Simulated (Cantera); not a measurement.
**Ammonia decomposition in nitride growth gas**

An isothermal, constant-pressure homogeneous reactor starts with 64.5 % NH3, 35.5 % H2, at 1873 K and 750 Torr.

Computed with Cantera and the gas-phase N/H chemistry of the illustrative SiF4/NH3 mechanism in the Surface Chemkin manual (1991). Walls and surfaces, which speed up NH3 decomposition in real reactors, are not modelled.

```
t (s)        x NH3   x H2       x H    x N2H4     x NH2
--------  --------  -----  --------  --------  --------
2.00e-5      0.645  0.355   1.04e-5   3.68e-9   5.18e-5
7.66e-5      0.645  0.355   3.83e-5   5.12e-8  0.000192
0.000294     0.644  0.355   8.90e-5   2.77e-7  0.000445
0.00112      0.640  0.358   9.44e-5   3.03e-7  0.000466
0.00431      0.625  0.369   9.79e-5   2.93e-7  0.000458
0.0165       0.572  0.406  0.000111   2.60e-7  0.000431
0.0632       0.420  0.511  0.000154   1.71e-7  0.000350
0.242        0.170  0.686  0.000270   4.78e-8  0.000185
0.928       0.0253  0.786  0.000474   2.48e-9   4.22e-5
3.56       0.00324  0.801  0.000572  5.72e-11   6.41e-6
13.6      0.000671  0.803  0.000582  2.52e-12   1.35e-6
52.2      0.000165  0.803  0.000582    <1e-12   3.32e-7
200        4.30e-5  0.803  0.000582    <1e-12   8.62e-8
```
x: mole fraction; the columns are a selection and need not sum to one.

Equilibrium at this temperature and pressure: NH3 7.99e-6, H2 0.803, H 0.000582, N2H4 <1e-12, NH2 1.60e-8 (gas phase only).
